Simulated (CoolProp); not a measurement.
Vapour-liquid equilibrium of propane (1) + n-butane (2) at 260.5 K; x and y are mole fractions of (1).

Computed with CoolProp (multi-fluid Helmholtz-energy mixture model, Lemmon 2009 and Bücker 2006; pair parameters Kunz 2012).

Give the bubble pressure and the first vapour's composition at x = 0.125, 0.35, 0.65. Is there an azeotrope?

x = 0.125: 0.09223 MPa, y = 0.401; x = 0.35: 0.1478 MPa, y = 0.715; x = 0.65: 0.2240 MPa, y = 0.895. No azeotrope shows between x = 0.05 and 0.95.

The pair parameters rest on a limited set of measurements; away from them the model extrapolates.
